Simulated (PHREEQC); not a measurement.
Make-up at 20 °C: 0.39 mol HF, 0.066 mol H2SiF6 and 0.033 mol H3BO3 per kg of water. Closed to the air; pH follows from the charge balance.

The numbers come from PHREEQC with the ion-association model, phreeqc.dat.

This is a speciation only: nothing precipitates in the calculation.

Order these F species by the share of F that they hold, largest first: HF, F-, HF2-, BF4-, SiF6-2.

SiF6-2 (50 %), HF (32 %), BF4- (17 %), HF2- (0.49 %), F- (0.26 %)

The pH is 0.87 and the ionic strength 0.235 mol/kgw. SiF6-2 is the database's only silicon fluoride. Real BF4- forms and hydrolyses slowly; the run takes it at equilibrium.
